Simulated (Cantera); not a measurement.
Input (Python, Cantera) and output of one run.

```python
import numpy as np
import cantera as ct

gas_names = """
    CL CL2 H HCL H2 Si SiCL SiCL2 SiCL3 SiCL4 SiH SiHCL3 SiH2 SiH2CL2 SiH3 SiH3CL SiH4 Si2 Si3
""".split()
cond_names = """
    Si(cr) Si(L)
""".split()


# ... load() reads the species with a 1 bar reference pressure and builds the phases ...
atoms = {
    'SiHCl3': {'Si': 1, 'H': 1, 'CL': 3},
    'HCl': {'H': 1, 'CL': 1},
    'H2': {'H': 2},
    'Cl2': {'CL': 2},
}
top_T = {}  # K; cautious upper limits of use, not melting points


# ... equilibrate(T, P, feed) seeds the gas with the atoms and calls Mixture.equilibrate('TP', solver="vcs", rtol=1e-11, max_steps=5000) ...
results = []
feed = {'SiHCl3': 1, 'HCl': 0.89, 'H2': 24, 'Cl2': 0.23}  # mol
P = 1500  # Pa
for T in [825, 875, 925, 975, 1025, 1075, 1125, 1175, 1225, 1275, 1325, 1375]:
    mix = equilibrate(T, P, feed)
    results.append((T, P, feed, dict(zip(mix.species_names, mix.species_moles))))
    x = sorted(zip(gas.X, gas.species_names), reverse=True)
    print(f"T = {T:g} K  P = {P:g} Pa  gas = {mix.phase_moles(0):.4g} mol")
    print("   x: " + "  ".join(f"{s} {v:.3e}" for v, s in x if v > 1e-06))
    print("   condensed (mol): " + ("  ".join(f"{mix.phase(i).name} {mix.phase_moles(i):.4g}"
          for i in range(1, mix.n_phases) if mix.phase_moles(i) > 1e-12) or "none"))
```

Output:

```
T = 825 K  P = 1500 Pa  gas = 26.12 mol
   x: H2 9.457e-01  SiCL4 3.565e-02  HCL 1.606e-02  SiHCL3 2.596e-03  SiCL3 2.462e-05  SiH2CL2 1.596e-05  SiCL2 1.500e-06
   condensed (mol): none
T = 875 K  P = 1500 Pa  gas = 26.12 mol
   x: H2 9.441e-01  SiCL4 3.413e-02  HCL 1.761e-02  SiHCL3 4.004e-03  SiCL3 9.292e-05  SiH2CL2 4.294e-05  SiCL2 1.463e-05
   condensed (mol): none
T = 925 K  P = 1500 Pa  gas = 26.13 mol
   x: H2 9.420e-01  SiCL4 3.219e-02  HCL 1.968e-02  SiHCL3 5.598e-03  SiCL3 2.885e-04  SiCL2 1.026e-04  SiH2CL2 9.561e-05
   condensed (mol): none
T = 975 K  P = 1500 Pa  gas = 26.14 mol
   x: H2 9.391e-01  SiCL4 2.974e-02  HCL 2.261e-02  SiHCL3 7.063e-03  SiCL3 7.444e-04  SiCL2 5.277e-04  SiH2CL2 1.757e-04  SiH3CL 1.104e-06
   condensed (mol): none
T = 1025 K  P = 1500 Pa  gas = 26.21 mol
   x: H2 9.333e-01  HCL 2.950e-02  SiCL4 2.665e-02  SiHCL3 7.246e-03  SiCL2 1.664e-03  SiCL3 1.458e-03  SiH2CL2 2.186e-04  SiH3CL 1.701e-06
   condensed (mol): Si(cr) 0.02406
T = 1075 K  P = 1500 Pa  gas = 26.32 mol
   x: H2 9.236e-01  HCL 4.137e-02  SiCL4 2.264e-02  SiHCL3 6.282e-03  SiCL2 3.618e-03  SiCL3 2.275e-03  SiH2CL2 2.039e-04  SiH3CL 1.738e-06
   condensed (mol): Si(cr) 0.07806
T = 1125 K  P = 1500 Pa  gas = 26.47 mol
   x: H2 9.122e-01  HCL 5.474e-02  SiCL4 1.763e-02  SiCL2 6.961e-03  SiHCL3 5.102e-03  SiCL3 3.158e-03  SiH2CL2 1.812e-04  SiH3CL 1.721e-06
   condensed (mol): Si(cr) 0.1256
T = 1175 K  P = 1500 Pa  gas = 26.64 mol
   x: H2 9.002e-01  HCL 6.812e-02  SiCL4 1.213e-02  SiCL2 1.176e-02  SiCL3 3.821e-03  SiHCL3 3.781e-03  SiH2CL2 1.511e-04  SiH3CL 1.639e-06
   condensed (mol): Si(cr) 0.1569
T = 1225 K  P = 1500 Pa  gas = 26.81 mol
   x: H2 8.895e-01  HCL 7.946e-02  SiCL2 1.731e-02  SiCL4 7.151e-03  SiCL3 3.957e-03  SiHCL3 2.498e-03  SiH2CL2 1.165e-04  H 2.400e-06  SiH3CL 1.497e-06
   condensed (mol): Si(cr) 0.1681
T = 1275 K  P = 1500 Pa  gas = 26.93 mol
   x: H2 8.817e-01  HCL 8.722e-02  SiCL2 2.236e-02  SiCL4 3.606e-03  SiCL3 3.521e-03  SiHCL3 1.472e-03  SiH2CL2 8.324e-05  H 5.652e-06  SiH3CL 1.315e-06
   condensed (mol): Si(cr) 0.1639
T = 1325 K  P = 1500 Pa  gas = 27.02 mol
   x: H2 8.772e-01  HCL 9.140e-02  SiCL2 2.609e-02  SiCL3 2.798e-03  SiCL4 1.630e-03  SiHCL3 8.008e-04  SiH2CL2 5.645e-05  H 1.251e-05  SiH3CL 1.125e-06  CL 1.092e-06
   condensed (mol): Si(cr) 0.1522
T = 1375 K  P = 1500 Pa  gas = 27.06 mol
   x: H2 8.750e-01  HCL 9.314e-02  SiCL2 2.858e-02  SiCL3 2.094e-03  SiCL4 7.053e-04  SiHCL3 4.227e-04  SiH2CL2 3.753e-05  H 2.617e-05  CL 2.307e-06
   condensed (mol): Si(cr) 0.1384
```

These are equilibrium values from Cantera (NASA tables, ideal gas, pure condensed phases), not measurements of a reactor. The tables' values for SiCl3 are old estimates; treat these amounts as uncertain.
